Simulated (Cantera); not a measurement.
Cantera run:

```python
import numpy as np
import cantera as ct

gas_names = """
    Cs CsO CsOH Cs2 Cs2O Cs2O2H2 H HO2 H2 H2O H2O2 O OH O2 O3
""".split()
cond_names = """
    Cs(cr) Cs(L) CsOH(a) CsOH(b) CsOH(c) CsOH(L) H2O(s) H2O(L)
""".split()


# ... load() reads the species with a 1 bar reference pressure and builds the phases ...
atoms = {
    'CsOH': {'Cs': 1, 'O': 1, 'H': 1},
    'H2O': {'H': 2, 'O': 1},
    'O2': {'O': 2},
}
top_T = {}  # K; cautious upper limits of use, not melting points


# ... equilibrate(T, P, feed) seeds the gas with the atoms and calls Mixture.equilibrate('TP', solver="vcs", rtol=1e-11, max_steps=5000) ...
results = []
feed = {'CsOH': 1, 'H2O': 0.087, 'O2': 5}  # mol
P = 133.322  # Pa
for T in [975, 1075, 1175, 1275, 1375, 1475, 1575, 1675, 1775, 1875, 1975, 2075]:
    mix = equilibrate(T, P, feed)
    results.append((T, P, feed, dict(zip(mix.species_names, mix.species_moles))))

top = {s: max(r[3][s] / sum(r[3][g] for g in gas_names) for r in results) for s in gas_names}
cols = sorted((s for s in top if top[s] > 0.0001), key=lambda s: -top[s])[:6]
seen = [c for c in cond_names if any(r[3].get(c, 0) > 1e-12 for r in results)]
print("log10 of partial pressures in bar; condensed amounts in mol")
print(f"{'T/K':>10s}" + "".join(f"{s[:9]:>10s}" for s in cols + seen))
for T, P, feed, n in results:
    ng = sum(n[g] for g in gas_names)
    print(f"{T:10.4g}" + "".join(f"{np.log10(max(n[s] / ng * P / 1e5, 1e-99)):10.3f}" for s in cols)
          + "".join(f"{n.get(c, 0):10.4g}" for c in seen))
```

It prints:

```
log10 of partial pressures in bar; condensed amounts in mol
       T/K        O2      CsOH        Cs       H2O         O        OH
       975    -2.960    -3.661    -8.754    -4.720   -11.622    -9.588
      1075    -2.961    -3.660    -7.701    -4.720   -10.362    -8.778
      1175    -2.961    -3.660    -6.832    -4.718    -9.316    -8.104
      1275    -2.961    -3.661    -6.104    -4.712    -8.432    -7.534
      1375    -2.961    -3.667    -5.497    -4.687    -7.677    -7.036
      1475    -2.962    -3.682    -5.006    -4.624    -7.023    -6.586
      1575    -2.964    -3.717    -4.623    -4.517    -6.453    -6.167
      1675    -2.968    -3.778    -4.336    -4.388    -5.950    -5.781
      1775    -2.973    -3.873    -4.125    -4.267    -5.506    -5.436
      1875    -2.981    -4.006    -3.976    -4.174    -5.109    -5.135
      1975    -2.990    -4.173    -3.877    -4.117    -4.754    -4.879
      2075    -3.002    -4.370    -3.817    -4.097    -4.435    -4.665
```

Cantera equilibrium calculation (NASA polynomials, part measured and part estimated; ideal gas, pure solids and liquids).
